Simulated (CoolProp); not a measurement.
R1234ze(E) along the isotherm 146.85 °C: Z from the reference equation and from simpler models built on Tc = 109.4 °C, pc = 3.635 MPa, ω = 0.313; each cubic takes its own stable root.

Model: reference Helmholtz-energy equation of state, Thol 2016, in CoolProp.

```csv
p (MPa),phase,reference
1.88,gas,0.8599
3.75,supercritical,0.6943
5.62,supercritical,0.4930
7.5,supercritical,0.4053
9.38,supercritical,0.4294
11.2,supercritical,0.4729
13.1,supercritical,0.5236
15,supercritical,0.5761
```

Q: How far does each simpler model (Soave-Redlich-Kwong, Peng-Robinson) lie from the reference over these 8 states: mean and median of the absolute difference, and the worst?

A: 
- Soave-Redlich-Kwong: mean 10.8 %, median 12.7 %, worst +17.7 % at 146.85 °C and 7.5 MPa
- Peng-Robinson: mean 4.1 %, median 2.9 %, worst +9.2 % at 146.85 °C and 7.5 MPa
